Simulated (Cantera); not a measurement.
Premixed flame

A freely propagating, adiabatic, planar premixed flame of 42.8 % H2, 13.4 % O2, 36.1 % N2, 7.71 % H2O, unburnt at 450 K and 120000 Pa; mixture-averaged transport, grid criteria slope 0.08 and curve 0.16, no radiation.

Detailed kinetics in Cantera: the H2/O2 subset of GRI-Mech 3.0, which has no nitrogen chemistry. Burning velocities carry a grid error of a few per cent, more on coarse grids.

```csv
z (mm),T (K),u (m/s),x H2,x O2,x H2O,x O,x H2O2,x OH
-0.823,450,6.43,0.428,0.134,0.0771,<1e-8,<1e-8,<1e-8
-0.548,450,6.43,0.428,0.134,0.0771,<1e-8,<1e-8,<1e-8
-0.411,450,6.43,0.428,0.134,0.0771,<1e-8,<1e-8,<1e-8
-0.274,450,6.43,0.428,0.134,0.0771,<1e-8,<1e-8,<1e-8
-0.137,462,6.56,0.425,0.134,0.0778,1.97e-6,3.40e-6,8.88e-6
-0.0685,693,9.57,0.394,0.130,0.0967,0.000169,6.20e-5,0.00107
0,1157,15.4,0.307,0.101,0.171,0.00249,1.35e-5,0.00223
0.0685,1492,19.6,0.207,0.0436,0.280,0.00558,3.13e-6,0.00626
0.137,1657,21.7,0.164,0.0147,0.334,0.00508,1.93e-6,0.00909
0.274,1805,23.4,0.156,0.00459,0.356,0.00397,1.09e-6,0.0109
0.548,1945,25.0,0.162,0.00284,0.364,0.00287,5.75e-7,0.0112
1.10,2078,26.4,0.168,0.00171,0.372,0.00176,3.05e-7,0.0102
2.19,2189,27.6,0.173,0.000876,0.380,0.000918,1.68e-7,0.00826
```
x: mole fraction of selected species; z is measured from the peak of heat release.

* **laminar burning velocity**: 643 cm/s
* **thermal thickness**: 0.274 mm
* **peak x(O)**: 0.00564
* **peak x(H2O2)**: 6.23e-5
* **peak x(OH)**: 0.0113
* **grid points**: 120
